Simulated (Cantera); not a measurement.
What does this Cantera script print?

```python
import numpy as np
import cantera as ct

gas = ct.Solution("gri30.yaml", transport_model="mixture-averaged")
show = ['C2H2', 'O', 'NH3']

rows = []
print(f"{'T/K':>7s}{'rho':>11s}{'cp':>10s}{'mu':>11s}{'lambda':>11s}{'Pr':>7s}" + "".join(f"{'D_' + s:>11s}" for s in show))
for T in [400, 500, 600, 700, 800, 900, 1000, 1100, 1200]:
    gas.TPX = T, 52, {'C2H4': 0.3, 'CH4': 0.11, 'H2O': 0.74}
    Pr = gas.cp_mass * gas.viscosity / gas.thermal_conductivity
    D = [gas.mix_diff_coeffs_mole[gas.species_index(s)] for s in show]
    rows.append([gas.density, gas.cp_mass, gas.viscosity, gas.thermal_conductivity, Pr, *D])
    print(f"{T:7g}{gas.density:11.4e}{gas.cp_mass:10.1f}{gas.viscosity:11.4e}"
          f"{gas.thermal_conductivity:11.4e}{Pr:7.3f}" + "".join(f"{d:11.4e}" for d in D))
print("SI units: kg/m3, J/kg/K, Pa s, W/m/K, m2/s")
```

It prints:

```
    T/K        rho        cp         mu     lambda     Pr     D_C2H2        D_O      D_NH3
    400 3.1967e-04    1939.8 1.3862e-05 3.7209e-02  0.723 5.3237e-02 1.0903e-01 6.4551e-02
    500 2.5574e-04    2120.5 1.7281e-05 5.0000e-02  0.733 8.1355e-02 1.6296e-01 1.0110e-01
    600 2.1311e-04    2295.0 2.0606e-05 6.3713e-02  0.742 1.1414e-01 2.2490e-01 1.4502e-01
    700 1.8267e-04    2451.8 2.3829e-05 7.8167e-02  0.747 1.5121e-01 2.9425e-01 1.9575e-01
    800 1.5983e-04    2589.0 2.6949e-05 9.3175e-02  0.749 1.9224e-01 3.7053e-01 2.5286e-01
    900 1.4208e-04    2714.3 2.9969e-05 1.0857e-01  0.749 2.3698e-01 4.5339e-01 3.1597e-01
   1000 1.2787e-04    2844.7 3.2895e-05 1.2422e-01  0.753 2.8525e-01 5.4251e-01 3.8474e-01
   1100 1.1624e-04    2956.8 3.5732e-05 1.4001e-01  0.755 3.3688e-01 6.3765e-01 4.5891e-01
   1200 1.0656e-04    3059.3 3.8485e-05 1.5586e-01  0.755 3.9172e-01 7.3859e-01 5.3823e-01
SI units: kg/m3, J/kg/K, Pa s, W/m/K, m2/s
```

Detailed kinetics in Cantera: GRI-Mech 3.0 (53 species, 325 reactions). Polar gases are described roughly by these parameters. The composition is frozen, though it would react at the higher temperatures.
